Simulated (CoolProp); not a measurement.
Properties of decamethylcyclopentasiloxane (D5) along the isotherm 620 K.

Values from CoolProp's reference Helmholtz-energy equation of state, Thol 2019.

| p (bar) | phase | density (kg/m³) | cp (kJ/(kg K)) | cv (kJ/(kg K)) |
|---|---|---|---|---|
| 0.341 | gas | 2.481 | 1.955 | 1.931 |
| 0.606 | gas | 4.448 | 1.957 | 1.932 |
| 1.08 | gas | 8.060 | 1.961 | 1.933 |
| 1.92 | gas | 14.78 | 1.968 | 1.936 |
| 3.41 | gas | 27.92 | 1.986 | 1.942 |
| 6.06 | gas | 57.04 | 2.039 | 1.954 |
| 19.2 | supercritical | 517.4 | 2.345 | 1.988 |
| 34.1 | supercritical | 573.0 | 2.224 | 1.981 |
| 60.6 | supercritical | 619.8 | 2.171 | 1.978 |
| 108 | supercritical | 665.5 | 2.142 | 1.976 |
